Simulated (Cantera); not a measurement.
Input (Python, Cantera) and output of one run.

```python
import numpy as np
import cantera as ct

gas_names = """
    AL ALC ALN ALO ALO2 AL2 AL2O AL2O2 C CN CO CO2 C2 CCN CNC C2N2 C2O C3 C3O2 C4 C4N2 C5 N NCO NO NO2
    NO3 N2 N2O O O2 O3
""".split()
cond_names = """
    AL(cr) AL(L) ALN(s) AL2O3(a) AL2O3(L) C(gr)
""".split()


def load(file, names, dense=False):
    # The tables refer to 1 bar. Condensed volumes are neglected.
    table = {s.name: s for s in ct.Species.list_from_file(file)}
    out = []
    for n in names:
        d = dict(table[n].input_data)
        d["thermo"] = dict(d["thermo"], **{"reference-pressure": 1e5})
        if dense:
            d["equation-of-state"] = {"model": "constant-volume", "density": "1e6 g/cm^3"}
        out.append(ct.Species.from_dict(d))
    return out


gas = ct.Solution(thermo="ideal-gas", species=load("nasa_gas.yaml", gas_names))
cond = {s.name: ct.Solution(thermo="fixed-stoichiometry", species=[s], name=s.name)
        for s in load("nasa_condensed.yaml", cond_names, dense=True)}
atoms = {
    'Al': {'AL': 1},
    'CO': {'C': 1, 'O': 1},
    'N2': {'N': 2},
}
top_T = {'ALN(s)': 2750, 'C(gr)': 4500}  # K; cautious upper limits of use, not melting points


def equilibrate(T, P, feed):
    n = {}
    for name, mol in feed.items():
        for a, k in atoms[name].items():
            n[a] = n.get(a, 0.0) + k * mol
    gas.TPX = T, P, n
    mass = sum(n.values()) * gas.mean_molecular_weight
    gas.equilibrate("TP")
    valid = [c for c in cond.values() if c.min_temp <= T <= top_T.get(c.name, c.max_temp)]
    mix = ct.Mixture([(gas, mass / gas.mean_molecular_weight)] + [(c, 0.0) for c in valid])
    mix.T, mix.P = T, P
    mix.equilibrate("TP", solver="vcs", rtol=1e-11, max_steps=5000)
    return mix


results = []
feed = {'Al': 1, 'CO': 8.9, 'N2': 77}  # mol
T = 1373.15  # K
P = 500  # Pa
mix = equilibrate(T, P, feed)
results.append((T, P, feed, dict(zip(mix.species_names, mix.species_moles))))
print(gas.report(threshold=0.001))
for i in range(1, mix.n_phases):
    print(f"{mix.phase(i).name:16s} {mix.phase_moles(i):12.5e} mol")
```

Result:

```
       temperature   1373.2 K
          pressure   500 Pa
           density   0.0012268 kg/m^3
  mean mol. weight   28.014 kg/kmol
   phase of matter   gas

                          1 kg             1 kmol
                     ---------------   ---------------
          enthalpy        8.6846e+05        2.4329e+07  J
   internal energy        4.6091e+05        1.2912e+07  J
           entropy             10206         2.859e+05  J/K
    Gibbs function       -1.3145e+07       -3.6825e+08  J
 heat capacity c_p            1226.7             34365  J/K
 heat capacity c_v            929.91             26050  J/K

                      mass frac. Y      mole frac. X     chem. pot. / RT
                     ---------------   ---------------   ---------------
                CO          0.087666          0.087678           -43.907
                N2           0.91233           0.91232           -31.135
     [  +30 minor]        1.3926e-07        8.9222e-08

AL(L)             0.00000e+00 mol
ALN(s)            0.00000e+00 mol
AL2O3(a)          5.00000e-01 mol
C(gr)             1.50001e+00 mol
```

Cantera equilibrium calculation (NASA polynomials, part measured and part estimated; ideal gas, pure solids and liquids).
